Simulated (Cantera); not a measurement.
# Equilibrium for silicon epitaxy and polysilicon growth: SiH₂Cl₂ + Cl₂ + H₂

Input: 1 mol SiH₂Cl₂, 0.054 mol Cl₂, 110 mol H₂, at 825 K and 0.100 bar.

Cantera equilibrium calculation (NASA polynomials, part measured and part estimated; ideal gas, pure solids and liquids). Candidate condensed phases: Si; 19 gas species. Equilibrium is a limit: real reactors are often held back by kinetics, nucleation or transport.

```
Item           Result
----------  ---------
x(H₂)           0.994
x(SiCl₄)      0.00259
x(SiHCl₃)     0.00225
x(HCl)        0.00141
x(SiH₂Cl₂)   0.000166
x(SiCl₃)      8.08e-6
x(SiH₃Cl)     2.85e-6
x(SiCl₂)      2.22e-6
n(Si(s))    0.440 mol
gas amount  111.5 mol
```
